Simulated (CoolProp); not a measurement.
R11 at 298.15 K and 10 MPa is throttled through a valve to 2.03 MPa with no heat exchange. Each further row changes one setting.

The numbers come from the reference Helmholtz-energy equation of state, Jacobsen 1992 in CoolProp.

| case | temperature change (K) | final density (kg/m³) |
|---|---|---|
| as stated | +3.3 | 1470 |
| outlet pressure 0.609 MPa | +3.9 | 1470 |
| outlet pressure 2.64 MPa | +3.1 | 1480 |
